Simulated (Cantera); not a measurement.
# Ignition delay

Mixture: CH3OH : O2 : N2 = 1 : 2.68 : 10.1 (molar parts), equivalence ratio 0.56, at 930000 Pa, adiabatic and at constant volume. Ignition delay is the time to a rise of 400 K.

Model: GRI-Mech 3.0 (53 species, 325 reactions), integrated in Cantera. GRI-Mech 3.0 was tuned for natural gas; its chemistry of methanol as a main component is partial and can be far from experiment.

```json
[
 {"T0 (K)": "1000", "delay (ms)": "102"},
 {"T0 (K)": "1100", "delay (ms)": "11.0"},
 {"T0 (K)": "1200", "delay (ms)": "1.74"},
 {"T0 (K)": "1300", "delay (ms)": "0.373"},
 {"T0 (K)": "1400", "delay (ms)": "0.104"},
 {"T0 (K)": "1500", "delay (ms)": "0.0361"},
 {"T0 (K)": "1600", "delay (ms)": "0.0150"}
]
```

The apparent activation energy between 1400 and 1600 K is 180 kJ/mol.
